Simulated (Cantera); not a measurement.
**Ignition delay**

Mixture: 37.1 % H2, 13.2 % O2, 49.7 % N2, at 6.30 bar, adiabatic and at constant volume. Ignition delay is the time to a rise of 400 K.

Detailed kinetics in Cantera: the H2/O2 subset of GRI-Mech 3.0, which has no nitrogen chemistry. The hydrogen kinetics of GRI-Mech 3.0 are dated; newer H2 mechanisms differ, most at raised pressure. Where the delays flatten at high temperature, the 400 K rule measures the pace of heat release, not the induction time.

```
T0 (K)  delay (ms)
------  ----------
1000          8.39
1100         0.625
1200        0.0188
1300       0.00575
1400       0.00323
1500       0.00216
1600       0.00158
1700       0.00124
1800       0.00101
1900      0.000873
```
